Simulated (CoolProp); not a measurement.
Vapour-liquid equilibrium of CH2F2 (R32) (1) + R123 (2) at 1.55 °C; x and y are mole fractions of (1).

Computed with CoolProp (multi-fluid Helmholtz-energy mixture model, Tillner-Roth 1997 and Younglove 1994; pair parameters Bell 2016).

```csv
x,bubble pressure (MPa),y at the bubble point,dew pressure at overall composition x (MPa),liquid density (mol/L)
0.05,0.09019,0.620,0.03685,10.23
0.15,0.1970,0.836,0.04114,10.84
0.25,0.2949,0.897,0.04655,11.50
0.35,0.3820,0.926,0.05358,12.23
0.45,0.4589,0.944,0.06309,13.04
0.55,0.5284,0.956,0.07666,13.96
0.65,0.5940,0.966,0.09761,15.00
0.75,0.6600,0.975,0.1342,16.20
0.85,0.7306,0.984,0.2138,17.59
0.95,0.8100,0.994,0.4931,19.24
```

No azeotrope shows between x = 0.05 and 0.95.

Pair parameters are fitted to limited data, so mixtures are less certain than the pure fluids. The gap from Raoult's law changes sign with composition, which may be real or a fault of the pair parameters; it wasn't checked against measurements.
